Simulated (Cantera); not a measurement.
An isothermal, constant-pressure homogeneous reactor starts with CH4 : N2 = 1 : 200 (molar parts), at 1273 K and 0.00270 bar. Integrator tolerance rtol = 1e-08.

Cantera simulation using GRI-Mech 3.0 (53 species, 325 reactions); the numbers are that mechanism's predictions, not measurements. GRI-Mech 3.0 stops at C3 and has no aromatics, soot or wall deposition, so with more carbon than oxygen in the feed, carbon stays in small species such as C2H2 where larger ones or solid carbon would form. Radical loss at walls, strong at low pressure, is not modelled.

Question: What does this change do: temperature 1273 to 1475 K?

Answer: 
```csv
quantity,before,after
x(CH4) at 100 s,0.00497 (gas-phase equilibrium 3.15e-7),0.00133 (gas-phase equilibrium 1.90e-8)
x(C2H4) at 100 s,1.88e-6 (gas-phase equilibrium 1.18e-8),1.67e-5 (gas-phase equilibrium 7.12e-10)
x(C2H2) at 100 s,2.03e-7 (gas-phase equilibrium 0.000144),0.00178 (gas-phase equilibrium 9.79e-5)
x(C2H) at 100 s,<1e-12 (gas-phase equilibrium 8.23e-12),3.06e-9 (gas-phase equilibrium 4.59e-10)
x(HCN) at 100 s,<1e-12 (gas-phase equilibrium 0.00466),4.40e-7 (gas-phase equilibrium 0.00475)
```

Question: What does this change do: temperature 1273 to 1525 K?

Answer: 
| quantity | before | after |
|---|---|---|
| x(CH4) at 100 s | 0.00497 (gas-phase equilibrium 3.15e-7) | 0.000451 (gas-phase equilibrium 1.06e-8) |
| x(C2H4) at 100 s | 1.88e-6 (gas-phase equilibrium 1.18e-8) | 3.26e-6 (gas-phase equilibrium 3.98e-10) |
| x(C2H2) at 100 s | 2.03e-7 (gas-phase equilibrium 0.000144) | 0.00224 (gas-phase equilibrium 9.02e-5) |
| x(C2H) at 100 s | <1e-12 (gas-phase equilibrium 8.23e-12) | 9.83e-9 (gas-phase equilibrium 1.05e-9) |
| x(HCN) at 100 s | <1e-12 (gas-phase equilibrium 0.00466) | 2.17e-6 (gas-phase equilibrium 0.00477) |
